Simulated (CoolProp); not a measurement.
Vapour-liquid equilibrium of R113 (1) + n-heptane (2) at 0.107 MPa; x and y are mole fractions of (1).

Values from CoolProp's multi-fluid Helmholtz-energy mixture model, Marx 1992 and Span 2003; pair parameters Bell 2016.

Q: Give the bubble temperature and the first vapour's composition at x = 0.275, 0.65, 0.8. Is there an azeotrope?

A: x = 0.275: 74.4 °C, y = 0.663; x = 0.65: 58.2 °C, y = 0.897; x = 0.8: 54.0 °C, y = 0.944. No azeotrope shows between x = 0.05 and 0.95.

Pair parameters are fitted to limited data, so mixtures are less certain than the pure fluids.
